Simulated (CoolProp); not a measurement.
The fluid at 298.15 K and 3.5 MPa flows at 1.6 m/s in a round tube of 1 mm bore and 45 µm roughness, fully developed (64/Re and Nu = 3.66 if laminar; Colebrook and Gnielinski if turbulent). The same conditions are run with several fluids, on thermodynamics alone (safety and materials aside).

Values from CoolProp's reference Helmholtz-energy equation of state of each fluid (ethane: Bücker 2006; CF4 (R14): Platzer 1990; carbon dioxide: Span 1996). The equations of Platzer and Polt are older, rougher fits.

```
fluid           Reynolds number  Darcy friction factor  pressure drop (Pa/m)  heat-transfer coefficient (W/(m² K))  mass flow (kg/h)
--------------  ---------------  ---------------------  --------------------  ------------------------------------  ----------------
ethane                     9260                 0.0707                  5950                                  2260             0.297
CF4 (R14)                 11600                 0.0702            (withheld)                            (withheld)        (withheld)
carbon dioxide       (withheld)                 0.0711                  7100                                  1240             0.353
```

**Question.** Fill in the missing entries.

**Answer.** 
- CF4 (R14), pressure drop (Pa/m): 12800
- CF4 (R14), heat-transfer coefficient (W/(m² K)): 1620
- CF4 (R14), mass flow (kg/h): 0.645
- carbon dioxide, Reynolds number: 7980

Transport values come from each fluid's own correlations; those of CF4 (R14) are estimates that may be off by 10 % or more.
